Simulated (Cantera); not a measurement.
Input (Python, Cantera) and output of one run.

```python
import numpy as np
import cantera as ct

gas_names = [...]  # 114 gases of nasa_gas.yaml made of C, Fe, H, O
cond_names = """
    C(gr) C6H6(L) C7H8(L) C8H18(L),n-octa Fe(a) Fe(c) Fe(d) Fe(L) FeC5O5(L) FeO(s) FeO(L) Fe(OH)2(s)
    Fe(OH)3(s) Fe2O3(s) Fe3O4(s) H2O(s) H2O(L)
""".split()


# ... load() reads the species with a 1 bar reference pressure and builds the phases ...
atoms = {
    'Fe3O4': {'Fe': 3, 'O': 4},
    'CO': {'C': 1, 'O': 1},
    'CH4': {'C': 1, 'H': 4},
}
top_T = {'C(gr)': 4500, 'Fe2O3(s)': 1830, 'Fe3O4(s)': 1870}  # K; cautious upper limits of use, not melting points


# ... equilibrate(T, P, feed) seeds the gas with the atoms and calls Mixture.equilibrate('TP', solver="vcs", rtol=1e-11, max_steps=5000) ...
results = []
feed = {'Fe3O4': 1, 'CO': 4.9, 'CH4': 1.2}  # mol
T = 2525  # K
P = 1500  # Pa
mix = equilibrate(T, P, feed)
results.append((T, P, feed, dict(zip(mix.species_names, mix.species_moles))))
x = sorted(zip(gas.X, gas.species_names), reverse=True)
print(f"T = {T:g} K  P = {P:g} Pa  gas = {mix.phase_moles(0):.4g} mol")
print("   x: " + "  ".join(f"{s} {v:.3e}" for v, s in x if v > 1e-05))
print("   condensed (mol): " + ("  ".join(f"{mix.phase(i).name} {mix.phase_moles(i):.4g}"
      for i in range(1, mix.n_phases) if mix.phase_moles(i) > 1e-12) or "none"))
```

Result:

```
T = 2525 K  P = 1500 Pa  gas = 12.15 mol
   x: CO 4.152e-01  Fe 2.307e-01  H2O 9.036e-02  CO2 8.704e-02  H2 6.877e-02  H 6.002e-02  OH 1.682e-02  FeO 1.625e-02  O 9.615e-03  O2 5.174e-03  Fe(OH)2 5.622e-05
   condensed (mol): none
```

Cantera equilibrium calculation (NASA polynomials, part measured and part estimated; ideal gas, pure solids and liquids).
